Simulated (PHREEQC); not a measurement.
## Nickel, zinc or cadmium bath: an equilibrium model

Dissolve 6.4 mmol/kgw CdSO4, 1 mmol/kgw NaCl and 0.062 mmol/kgw FeSO4 at 20 °C. It is in equilibrium with CO2 at log p = -1 (atm). Otherwise closed; pH follows from the charge balance.

The numbers come from PHREEQC with the ion-association model, wateq4f.dat.

Precipitation was switched off in this run.

### Question
Estimate the pH, ionic strength.

### Answer
pH 4.42; ionic strength 0.0187 mol/kgw.

### Question
In which forms is S present?

### Answer
SO4-2 68 %, CdSO4 28 %, Cd(SO4)2-2 2.9 % of the S.

Complexes and solids missing from the database can't appear.
